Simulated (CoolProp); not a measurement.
Vapour-liquid equilibrium of CH2F2 (R32) (1) + R227EA (2) at 3.74 bar; x and y are mole fractions of (1).

Model: multi-fluid Helmholtz-energy mixture model, Tillner-Roth 1997 and Lemmon 2016; pair parameters Bell 2016, in CoolProp.

Question: Give the bubble temperature and the first vapour's composition at x = 0.575, 0.725, 0.875. Is there an azeotrope?

Answer: x = 0.575: 259.7 K, y = 0.840; x = 0.725: 256.1 K, y = 0.900; x = 0.875: 253.2 K, y = 0.953. No azeotrope shows between x = 0.05 and 0.95.

The pair parameters rest on a limited set of measurements; away from them the model extrapolates.
